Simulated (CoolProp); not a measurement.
50 sccm (0 °C, 1 atm) of nitrogen bubbles through liquid octamethyltrisiloxane (MDM) at 318.2 K and leaves saturated at a total pressure of 0.021 MPa (ideal gas phase). Each further row changes one setting.

The numbers come from the reference Helmholtz-energy equation of state, Thol 2017 in CoolProp.

```csv
case,vapour pressure (kPa),mole fraction of vapour,delivery (mg/min),delivery (sccm),change of delivery for a bath 1 K warmer (%)
as stated,1.67,0.0796,45.6,4.32,6.2
bath temperature 323.2 K,2.19,0.104,61.5,5.83,6.1
total pressure 0.042 MPa,1.67,0.0398,21.9,2.07,5.9
```
